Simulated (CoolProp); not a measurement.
Aqueous propylene glycol as a coolant, 38 % by mass, freezing at -18.8 °C, 1 atm.

The numbers come from the Melinder's fits for secondary coolants in CoolProp.

```tsv
T (°C)	density (kg/m³)	viscosity (mPa s)	cp (kJ/(kg K))	Prandtl number
-10.4	1044	20.3	3.643	190
-2.9	1041	12.7	3.667	118
4.6	1038	8.35	…	77.3
12.1	…	5.74	3.714	52.9
19.6	1031	4.12	3.738	37.7
27.1	…	3.08	3.761	28.0
34.6	1022	2.38	3.784	21.5
```

What belongs in the gaps?


- 4.6, cp (kJ/(kg K)): 3.691
- 12.1, density (kg/m³): 1035
- 27.1, density (kg/m³): 1027
